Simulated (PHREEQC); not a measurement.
A PHREEQC speciation (ion-association model, phreeqc.dat) at 25 °C gives pH 5.84 and these molalities:

```json
[
 {"species": "SO4-2", "mol/kgw": "0.0641"},
 {"species": "Fe+2", "mol/kgw": "0.0641"},
 {"species": "FeSO4", "mol/kgw": "0.0559"}
]
```

### Question
What are the element totals, and what could have been dissolved in 1 kg of water to give them?

### Answer
One answer among several that fit: totals Fe(2) 0.120, S(6) 0.120 mol/kgw, from 120 mmol/kgw FeSO4.

No solid was allowed to form.
